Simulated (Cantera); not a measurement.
Input: 1 mol PbF2, 0.68 mol H2, at 1400 °C and 0.900 Torr.

Equilibrium computed with Cantera from the NASA thermochemical tables; the gas is ideal and each condensed phase is pure. Candidate condensed phases: Pb, PbF2; 16 gas species. Equilibrium is a limit: real reactors are often held back by kinetics, nucleation or transport.

Base state: HF 0.576, Pb 0.263, PbF2 0.105, PbF 0.0544, PbF4 0.00193, F 7.19e-5 (mole fractions); condensed: gas only.

Problem. What changes in the equilibrium state with this change: pressure from 0.900 Torr to 383 Torr?

Solution. 
| species | before | after |
|---|---|---|
| HF | 0.576 | 0.614 |
| Pb | 0.263 | 0.214 |
| PbF2 | 0.105 | 0.115 |
| PbF | 0.0544 | 0.0516 |
| F | 7.19e-5 | 1.97e-7 |
| H2 | 4.91e-6 | 0.00175 |
| Pb2 | 8.48e-7 | 0.000239 |
| PbF4 | 0.00193 | 0.00288 |
| Pb(l), mol | 0 | 0.153 |

Problem. What changes in the equilibrium state with this change: temperature from 1400 °C to 352 °C?

Solution. 
```
species        before    after
------------  -------  -------
HF              0.576    0.800
H2            4.91e-6    0.200
PbF4          0.00193  1.54e-7
Pb              0.263  1.94e-8
PbF            0.0544    <1e-9
PbF2            0.105  6.81e-9
F             7.19e-5    <1e-9
Pb(l), mol          0    0.453
PbF2(s), mol        0    0.547
```
